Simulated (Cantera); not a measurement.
Input: 1 mol MgSO4, 0.042 mol C, 0.027 mol H2O, at 760000 Pa.

These are equilibrium values from Cantera (NASA tables, ideal gas, pure condensed phases), not measurements of a reactor. Candidate condensed phases: C, C6H6, C7H8, C8H18, H2O, H2SO4, Mg, MgCO3, MgO, Mg(OH)2, MgS, MgSO4, S; 130 gas species. Mutual solubility and eutectic melting of coexisting phases are not modelled. The numbers say what is thermodynamically allowed, not how fast it happens.

x: gas mole fraction; n: condensed amount in mol.

```csv
T (K),x SO2,x O2,x CO2,x H2O,x SO3,x OH,x CO,n MgO(s),n MgSO4(s),n MgSO4(l)
1148,0.549,6.36e-9,0.274,0.176,4.82e-5,1.51e-8,6.06e-6,0.0840,0.916,0
1198,0.549,1.61e-7,0.274,0.176,0.000159,6.90e-8,4.13e-6,0.0840,0.916,0
1248,0.549,3.11e-6,0.274,0.176,0.000473,2.78e-7,2.91e-6,0.0841,0.916,0
1298,0.548,4.73e-5,0.274,0.176,0.00129,1.00e-6,2.13e-6,0.0842,0.916,0
1348,0.547,(withheld),0.273,0.176,(withheld),(withheld),(withheld),0.0847,0.915,0
1398,0.547,(withheld),0.268,0.172,(withheld),(withheld),(withheld),0.0870,0.913,0
1448,0.556,0.0444,0.234,0.150,0.0159,2.45e-5,8.78e-7,0.103,0,0.897
1498,0.617,0.243,0.0660,0.0424,0.0316,3.13e-5,2.31e-7,0.413,0,0.587
1548,0.636,0.290,0.0279,0.0179,0.0279,3.24e-5,1.85e-7,1.00,0,0
```

What belongs in the gaps?


- 1348, x O2: 0.000579
- 1348, x SO3: 0.00323
- 1348, x OH: 3.28e-6
- 1348, x CO: 1.59e-6
- 1398, x O2: 0.00585
- 1398, x SO3: 0.00755
- 1398, x OH: 9.74e-6
- 1398, x CO: 1.20e-6
